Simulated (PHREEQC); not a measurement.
Dissolve 0.014 mol/kgw NaHSO4 at 19 °C. It is in equilibrium with CO2 at log p = -3.5 (atm). Otherwise closed; pH follows from the charge balance.

Computed with PHREEQC (ion-association model, wateq4f.dat).

```
quantity                           before     after
-------------------------------  --------  --------
ionic strength (mol/kgw)           0.0329    0.0177
SO4-2 (mol/kgw)                   0.00945   0.00536
HSO4- (mol/kgw)                   0.00423   0.00153
NaSO4- (mol/kgw)                 0.000322  0.000107
HCO3- (mol/kgw)                  7.18e-10   1.21e-9
SI of Mirabilite (Na2SO4:10H2O)     -4.78     -5.53
SI of Nahcolite (NaHCO3)           -10.54    -10.59
```

Problem. Name the change that produced these shifts.
(A) temperature from 19 to 70 °C
(B) NaHSO4 from 0.014 to 0.0028 mol/kgw
(C) NaHSO4 from 0.014 to 0.14 mol/kgw
(D) diluted 2-fold with water

Solution. D, diluted 2-fold with water

This is a speciation only: nothing precipitates in the calculation.
